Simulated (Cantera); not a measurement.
An isothermal, constant-pressure homogeneous reactor starts with 99.9 % N₂O, 0.105 % H₂O, at 1273 K and 48.8 Torr.

Model: GRI-Mech 3.0 (53 species, 325 reactions), integrated in Cantera. GRI-Mech 3.0 was tuned for natural gas; its chemistry of N2O as a main component is partial and can be far from experiment. The mechanism lacks the step 2 NO + O2 → 2 NO2, which can matter for NO2 below about 1400 K. The temperature is held fixed by assumption; the heat of reaction is taken as removed at once.

Task: Predict: x(N₂O) at 10.0 s; x(H₂O) at 10.0 s; x(NO) at 10.0 s; x(HO₂) at 10.0 s.

Result: 
- x(N₂O) at 10.0 s = 0.169 (gas-phase equilibrium 6.06e-9)
- x(H₂O) at 10.0 s = 0.000755 (gas-phase equilibrium 0.000699)
- x(NO) at 10.0 s = 0.0719 (gas-phase equilibrium 0.000385)
- x(HO₂) at 10.0 s = 5.14e-9 (gas-phase equilibrium 1.72e-9)
